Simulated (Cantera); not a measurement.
Feed: 1 mol C2F6, 1.6 mol H2, held at 1127 °C and 25.0 mbar.

Cantera equilibrium calculation (NASA polynomials, part measured and part estimated; ideal gas, pure solids and liquids). Candidate condensed phases: C, C6H6, C7H8, C8H18; 95 gas species. The feed counts by its element totals alone. Gases not in the tables: C2F6 and larger saturated fluorocarbons. Kinetics and transport are ignored.

Base state: HF 0.820, CF4 0.179, CF2 2.31e-5 (mole fractions); condensed: C(graphite).

What changes in the equilibrium state with this change: 1.9 mol CH4 added?


| species | before | after |
|---|---|---|
| HF | 0.820 | 0.714 |
| H2 | 9.23e-9 | 0.286 |
| H | 2.96e-9 | 1.64e-5 |
| CF4 | 0.179 | <1e-9 |
| CF2 | 2.31e-5 | <1e-9 |
| C(graphite), mol | 1.30 | 3.90 |
